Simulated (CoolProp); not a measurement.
Vapour pressure (MPa) of acetone: the reference equation beside estimates from Tc = 235.0 °C, pc = 4.692 MPa, ω = 0.307. Clausius-Clapeyron is anchored at 133.05 °C with a constant enthalpy of vaporisation of 23.30 kJ/mol.

The numbers come from the reference Helmholtz-energy equation of state, Lemmon 2006 in CoolProp. It is a short technical equation, of lower accuracy than the large ones.

```tsv
T (°C)	reference	Clausius-Clapeyron	van der Waals	Peng-Robinson
133.05	0.8073	0.8073	1.793	0.8107
140.45	0.9428	0.9133	1.948	0.9480
147.95	1.097	1.030	2.114	1.104
155.35	1.267	1.156	2.286	1.277
162.85	1.459	1.294	2.469	1.472
170.35	1.673	1.442	2.660	1.689
177.75	1.905	1.600	2.858	1.925
185.25	2.166	1.771	3.068	2.189
```

Absolute difference from the reference over all 8 rows, mean and median: Clausius-Clapeyron 9.7 and 10.0 %, van der Waals 77.7 and 74.8 %, Peng-Robinson 0.8 and 0.8 %.
